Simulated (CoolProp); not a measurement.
Properties of c-C4F8 (RC318) along the isotherm 438.1 K (Tc = 388.4 K, pc = 2.778 MPa, ω = 0.355).

Computed with CoolProp (reference Helmholtz-energy equation of state, Platzer 1990). This equation is an older, rougher fit.

```
p (MPa)  phase  cp (kJ/(kg K))  expansivity (1/kK)
-------  -----  --------------  ------------------
0.139      gas          0.9750               2.375
0.278      gas          0.9787               2.473
0.417      gas          0.9826               2.577
0.556      gas          0.9867               2.687
0.694      gas          0.9911               2.803
0.833      gas          0.9959               2.929
0.972      gas           1.001               3.062
1.11       gas           1.006               3.204
1.25       gas           1.012               3.358
1.39       gas           1.019               3.523
```
